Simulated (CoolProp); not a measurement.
Vapour-liquid equilibrium of carbon dioxide (1) + R124 (2) at -22.25 °C; x and y are mole fractions of (1).

Model: multi-fluid Helmholtz-energy mixture model, Span 1996 and de Vries 1995; pair parameters Bell 2016, in CoolProp.

Q: Give the bubble pressure and the first vapour's composition at x = 0.35, 0.65, 0.95. Is there an azeotrope?

A: x = 0.35: 0.6123 MPa, y = 0.915; x = 0.65: 1.110 MPa, y = 0.970; x = 0.95: 1.725 MPa, y = 0.997. No azeotrope shows between x = 0.05 and 0.95.

The pair parameters rest on a limited set of measurements; away from them the model extrapolates.
